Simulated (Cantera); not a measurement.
Input: 1 mol B, 28 mol NH3, 83 mol N2, at 1823 K and 0.400 bar.

Method: chemical equilibrium by Gibbs-energy minimisation in Cantera with the NASA 1993 tables (ideal gas, pure condensed phases). Candidate condensed phases: B, BN; 15 gas species. Equilibrium is a limit: real reactors are often held back by kinetics, nucleation or transport.

Base state: N2 0.697, H2 0.303, H 0.000377 (mole fractions); condensed: BN(s).

What changes in the equilibrium state with this change: 1.5 mol O2 added?


```csv
species,before,after
N2,0.697,0.695
H2,0.303,0.289
H2O,0,0.00811
HBO2,0,0.00589
HBO,0,0.000595
B2O3,0,0.000329
BO,0,1.32e-5
H,0.000377,0.000369
"BN(s), mol",1.000,0
```
Further candidate phases: B2O3, B3O3H3, H2O.

What changes in the equilibrium state with this change: pressure from 0.400 bar to 1.33 mbar?


```csv
species,before,after
N2,0.697,0.694
H2,0.303,0.299
H,0.000377,0.00649
"BN(s), mol",1.000,0.999
```
